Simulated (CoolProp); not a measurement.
Isobutane along the isotherm 174.55 °C: fugacity coefficient from the reference equation and from simpler models built on Tc = 134.7 °C, pc = 3.629 MPa, ω = 0.184; each cubic takes its own stable root.

The numbers come from the reference Helmholtz-energy equation of state, Bücker 2006 in CoolProp.

| p (MPa) | phase | reference | van der Waals | Soave-Redlich-Kwong | Peng-Robinson |
|---|---|---|---|---|---|
| 1.3 | gas | 0.9123 | 0.9161 | 0.9123 | (withheld) |
| 2.59 | gas | 0.8282 | 0.8336 | 0.8288 | 0.8095 |
| 3.89 | supercritical | 0.7455 | 0.7494 | 0.7477 | 0.7226 |
| 5.18 | supercritical | 0.6651 | 0.6612 | 0.6700 | 0.6419 |
| 6.48 | supercritical | 0.5890 | 0.5830 | 0.5988 | 0.5698 |
| 7.78 | supercritical | 0.5278 | 0.5278 | 0.5423 | 0.5129 |
| 9.07 | supercritical | 0.4821 | 0.4887 | 0.4999 | 0.4701 |
| 10.4 | supercritical | 0.4465 | 0.4593 | 0.4666 | 0.4362 |
| 11.7 | supercritical | (withheld) | 0.4380 | 0.4414 | 0.4104 |
| 13 | supercritical | 0.3985 | 0.4220 | 0.4216 | (withheld) |
| 14.3 | supercritical | 0.3817 | 0.4101 | 0.4058 | (withheld) |
| 15.6 | supercritical | 0.3681 | 0.4012 | 0.3931 | 0.3598 |
| 16.8 | supercritical | (withheld) | 0.3952 | 0.3836 | 0.3495 |
| 18.1 | supercritical | 0.3489 | 0.3907 | 0.3753 | 0.3402 |

Task: Fill in the missing entries.

Result: 
- 1.3, Peng-Robinson: 0.9012
- 11.7, reference: 0.4196
- 13, Peng-Robinson: 0.3899
- 14.3, Peng-Robinson: 0.3733
- 16.8, reference: 0.3579
